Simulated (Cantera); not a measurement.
Mixture: CH3OH : O2 : N2 = 1 : 0.833 : 3.13 (molar parts), equivalence ratio 1.8, at 3750 Torr, adiabatic and at constant pressure. Ignition delay is the time to a rise of 400 K.

Detailed kinetics in Cantera: GRI-Mech 3.0 (53 species, 325 reactions). GRI-Mech 3.0 was tuned for natural gas; its chemistry of methanol as a main component is partial and can be far from experiment.

Question: Predict: delay at 1250 K; delay at 1325 K; delay at 1400 K; delay at 1475 K; delay at 1550 K; delay at 1625 K; apparent activation energy between 1475 and 1625 K.

Answer: 
```
Item                                                    Result
--------------------------------------------------  ----------
delay at 1250 K                                       0.977 ms
delay at 1325 K                                       0.332 ms
delay at 1400 K                                       0.130 ms
delay at 1475 K                                        57.1 µs
delay at 1550 K                                        28.0 µs
delay at 1625 K                                        15.0 µs
apparent activation energy between 1475 and 1625 K  180 kJ/mol
```
